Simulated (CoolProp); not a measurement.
Model: reference Helmholtz-energy equation of state, Thol 2018, in CoolProp.

Task: For hydrogen chloride, give the phase and the speed of sound (m/s), Joule-Thomson coefficient (K/MPa) at 553.7 K and 51.4 kPa; 236 K and 4630 kPa.

Result: 
- 553.7 K and 51.4 kPa: gas; speed of sound 419, Joule-Thomson coefficient 4.72
- 236 K and 4630 kPa: liquid; speed of sound 880, Joule-Thomson coefficient -0.189
